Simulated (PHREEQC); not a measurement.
Make-up at 25 °C: 0.00045 mol/kgw H2S, 0.085 mol/kgw LiCl and 0.00026 mol/kgw NaHCO3. Closed to the air; pH follows from the charge balance.

Model: ion-association model, phreeqc.dat, run in PHREEQC.

```
Item                          Result
--------------------  --------------
pH                              6.35
ionic strength        0.0853 mol/kgw
specific conductance      8250 µS/cm
density                  0.999 g/cm³
total alkalinity        0.260 meq/kg
```

```
species  molality  activity   log γ
-------  --------  --------  ------
Cl-        0.0850    0.0661  -0.109
Li+        0.0850    0.0684  -0.095
H2S      0.000336  0.000342   0.009
Na+      0.000260  0.000207  -0.100
HCO3-    0.000146  0.000116  -0.098
HS-      0.000114   8.85e-5  -0.111
CO2      0.000114  0.000116   0.009
H+        5.32e-7   4.42e-7  -0.080
CO3-2     3.05e-8   1.23e-8  -0.392
OH-       2.95e-8   2.28e-8  -0.111
NaHCO3    1.33e-8   1.35e-8   0.009
```

No solid was allowed to form.
